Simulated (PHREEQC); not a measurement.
Na2SO4 is added in steps, without added water, to 1 kg of water holding 0.16 mol/kgw NaHCO3 and 0.21 mol/kgw Na2CO3, at 20 °C. CO2 from the air is kept out. The run lets Burkeite, Mirabilite, Nahcolite, Natron, Thenardite, Trona precipitate or redissolve, and no other solid.

Base run: PHREEQC, Pitzer model, pitzer.dat. Each further column changes one thing. The table gives pH.

| Na2SO4 added (mol) | base | NaHCO3 left out | Na2CO3 from 0.21 to 0.42 mol/kgw | diluted 5-fold with water |
|---|---|---|---|---|
| 0 | 9.84 | 11.55 | 10.07 | 10.05 |
| 0.2125 | 9.76 | 11.49 | 10.02 | 9.87 |
| 0.425 | 9.71 | 11.45 | 9.98 | 9.78 |
| 0.6375 | 9.67 | 11.42 | 9.95 | 9.73 |
| 0.85 | 9.64 | 11.40 | 9.92 | 9.68 |
| 1.062 | 9.61 | 11.39 | 9.90 | 9.65 |
| 1.275 | 9.59 | 11.38 | 9.88 | 9.62 |
| 1.488 | 9.58 | 11.38 | 9.88 | 9.61 |
| 1.7 | 9.58 | 11.40 | 9.88 | 9.61 |

In brines, pH and single-ion activities rest on the MacInnes convention.
